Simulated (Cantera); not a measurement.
Input (Python, Cantera):

```python
import numpy as np
import cantera as ct

gas = ct.Solution("gri30.yaml")
gas.TPX = 1173, 100000, {'CH4': 1, 'CO': 0.59, 'O2': 4.03, 'N2': 15.1, 'H2O': 1.4}
reactor = ct.IdealGasConstPressureReactor(gas, energy="on", clone=False)
net = ct.ReactorNet([reactor])
net.rtol, net.atol = 1e-08, 1e-16
show = ['CH4', 'CO', 'O2', 'NO2', 'N2O', 'C2H2', 'HCO']
times = np.geomspace(1e-05, 5, 10)

steps = ct.SolutionArray(gas, extra=["t"])
rows = []
print(f"{'t/s':>10s}{'T/K':>9s}{'P/Pa':>11s}" + "".join(f"{s:>11s}" for s in show))
for t in times:
    while net.time < t:
        t_next = net.step()
        steps.append(gas.state, t=t_next)
    rows.append([np.interp(t, steps.t, y) for y in (steps.T, steps.P, *steps(*show).X.T)])
    print(f"{t:10.3e}{rows[-1][0]:9.1f}{rows[-1][1]:11.4g}" + "".join(f"{x:11.3e}" for x in rows[-1][2:]))
rate = np.gradient(steps.T, steps.t)
print("integrator steps:", len(steps.t))
if steps.T.max() > steps.T[0] + 200:
    print(f"time of steepest temperature rise: {steps.t[rate.argmax()]:.4e} s")
gas.TPX = 1173, 100000, {'CH4': 1, 'CO': 0.59, 'O2': 4.03, 'N2': 15.1, 'H2O': 1.4}
gas.equilibrate("HP")
print(f"equilibrium (HP): T = {gas.T:.1f} K  " + "  ".join(f"{s} {gas[s].X[0]:.3e}" for s in show))
```

Result:

```
       t/s      T/K       P/Pa        CH4         CO         O2        NO2        N2O       C2H2        HCO
 1.000e-05   1173.0      1e+05  4.521e-02  2.667e-02  1.822e-01  6.151e-27  1.051e-15  5.026e-22  6.418e-16
 4.298e-05   1173.0      1e+05  4.521e-02  2.667e-02  1.822e-01  6.283e-25  6.219e-15  1.212e-20  1.725e-15
 1.847e-04   1173.0      1e+05  4.521e-02  2.667e-02  1.822e-01  5.081e-23  4.233e-14  5.578e-19  7.810e-15
 7.937e-04   1173.0      1e+05  4.521e-02  2.667e-02  1.822e-01  3.636e-21  3.846e-13  2.106e-16  8.261e-14
 3.411e-03   1173.0      1e+05  4.520e-02  2.667e-02  1.822e-01  3.334e-19  3.911e-12  3.396e-13  3.104e-12
 1.466e-02   1173.8      1e+05  4.507e-02  2.666e-02  1.821e-01  5.928e-17  4.478e-11  1.431e-10  5.706e-11
 6.300e-02   2249.3      1e+05  6.161e-20  2.120e-03  7.869e-02  1.062e-07  3.839e-07  7.881e-25  9.792e-11
 2.707e-01   2239.4      1e+05  5.477e-20  2.024e-03  7.595e-02  4.137e-06  3.893e-07  6.231e-25  8.836e-11
 1.163e+00   2235.9      1e+05  5.245e-20  1.991e-03  7.500e-02  5.538e-06  3.968e-07  5.709e-25  8.522e-11
 5.000e+00   2235.9      1e+05  5.244e-20  1.991e-03  7.500e-02  5.541e-06  3.968e-07  5.708e-25  8.521e-11
integrator steps: 2326
time of steepest temperature rise: 6.0269e-02 s
equilibrium (HP): T = 2235.9 K  CH4 7.980e-20  CO 1.991e-03  O2 7.500e-02  NO2 5.541e-06  N2O 3.968e-07  C2H2 6.740e-25  HCO 8.521e-11
```

Model: GRI-Mech 3.0 (53 species, 325 reactions), integrated in Cantera.
